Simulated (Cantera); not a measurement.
A perfectly stirred reactor is fed with CH4 : H2O : H2 = 1 : 0.38 : 0.16 (molar parts), at 9000 Torr; it is held at 2025 K, and followed from long to short residence time.

Computed with Cantera and GRI-Mech 3.0 (53 species, 325 reactions). GRI-Mech 3.0 stops at C3 and has no aromatics, soot or wall deposition, so with more carbon than oxygen in the feed, carbon stays in small species such as C2H2 where larger ones or solid carbon would form. The pressure lies above the range GRI-Mech 3.0 was tuned for (to about 10 atm).

Problem. What does this change do: pressure from 9000 Torr to 750 Torr?

Solution. 
| quantity | before | after |
|---|---|---|
| x(CH4) at τ = 7.10 s | 0.0301 | 0.00330 |
| x(H2O) at τ = 7.10 s | 0.000137 | 0.000369 |
| x(H2) at τ = 7.10 s | 0.740 | 0.759 |
| x(HO2) at τ = 7.10 s | <1e-12 | <1e-12 |
| x(CH2CO) at τ = 7.10 s | 2.35e-6 | 3.98e-7 |
| x(CH4) at τ = 98.0 ms | 0.0323 | 0.0144 |
| x(H2O) at τ = 98.0 ms | 0.00824 | 0.0204 |
| x(H2) at τ = 98.0 ms | 0.732 | 0.736 |
| x(HO2) at τ = 98.0 ms | <1e-12 | <1e-12 |
| x(CH2CO) at τ = 98.0 ms | 4.76e-6 | 1.03e-5 |

Problem. What does this change do: temperature 2025 to 1825 K?

Solution. 
```json
[
 {"quantity": "x(CH4) at τ = 7.10 s", "before": "0.0301", "after": "0.0851"},
 {"quantity": "x(H2O) at τ = 7.10 s", "before": "0.000137", "after": "0.00153"},
 {"quantity": "x(H2) at τ = 7.10 s", "before": "0.740", "after": "0.697"},
 {"quantity": "x(HO2) at τ = 7.10 s", "before": "<1e-12", "after": "<1e-12"},
 {"quantity": "x(CH2CO) at τ = 7.10 s", "before": "2.35e-6", "after": "2.93e-6"},
 {"quantity": "x(CH4) at τ = 98.0 ms", "before": "0.0323", "after": "0.0973"},
 {"quantity": "x(H2O) at τ = 98.0 ms", "before": "0.00824", "after": "0.0536"},
 {"quantity": "x(H2) at τ = 98.0 ms", "before": "0.732", "after": "0.650"},
 {"quantity": "x(HO2) at τ = 98.0 ms", "before": "<1e-12", "after": "<1e-12"},
 {"quantity": "x(CH2CO) at τ = 98.0 ms", "before": "4.76e-6", "after": "1.12e-5"}
]
```

Problem. What does this change do: temperature 2025 to 1275 K?

Solution. 
| quantity | before | after |
|---|---|---|
| x(CH4) at τ = 7.10 s | 0.0301 | 0.598 |
| x(H2O) at τ = 7.10 s | 0.000137 | 0.241 |
| x(H2) at τ = 7.10 s | 0.740 | 0.141 |
| x(HO2) at τ = 7.10 s | <1e-12 | <1e-12 |
| x(CH2CO) at τ = 7.10 s | 2.35e-6 | 3.38e-7 |
| x(CH4) at τ = 98.0 ms | 0.0323 | 0.648 |
| x(H2O) at τ = 98.0 ms | 0.00824 | 0.247 |
| x(H2) at τ = 98.0 ms | 0.732 | 0.105 |
| x(HO2) at τ = 98.0 ms | <1e-12 | <1e-12 |
| x(CH2CO) at τ = 98.0 ms | 4.76e-6 | 1.35e-9 |
